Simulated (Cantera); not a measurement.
A diamond (100) surface in a fixed gas of H2 with x(CH4) = 0.0038, x(CH3) = 0.00025, at 1325 K, 0.168 atm; coverages are run to steady state.

Model: the Harris–Goodwin 1993 mechanism for the reconstructed diamond (100) surface, integrated in Cantera.

One state of this run: growth (µm/h) = 7.24; θ c6HH = 0.397; θ c6H* = 0.0501; θ c6*H = 0.514; θ c6** = 0.0358; θ c6HM = 0.00109. θ: site fractions in the mechanism's names (c6HH fully hydrogenated, c6H* and c6*H radical sites, c6** diradical, c6HM methylated).

### Question
Which value of x(H) does it belong to?
(A) 0.0017
(B) 0.00083
(C) 0.0034
(D) 0.028

### Answer
A, 0.0017
